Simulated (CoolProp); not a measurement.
Vapour-liquid equilibrium of diethyl ether (1) + acetone (2) at 22.05 °C; x and y are mole fractions of (1).

Computed with CoolProp (multi-fluid Helmholtz-energy mixture model, Thol 2014 and Lemmon 2006; pair parameters Bell 2016).

```tsv
x	bubble pressure (MPa)	y at the bubble point	dew pressure at overall composition x (MPa)	liquid density (mol/L)
0.05	0.03067	0.160	0.02806	13.30
0.2	0.04080	0.460	0.03173	12.55
0.35	0.04890	0.619	0.03644	11.86
0.5	0.05479	0.717	0.04264	11.24
0.65	0.05894	0.790	0.05071	10.68
0.8	0.06189	0.860	0.05945	10.18
0.95	0.06366	0.955	0.06363	9.731
```

No azeotrope shows between x = 0.05 and 0.95.

Pair parameters are fitted to limited data, so mixtures are less certain than the pure fluids.
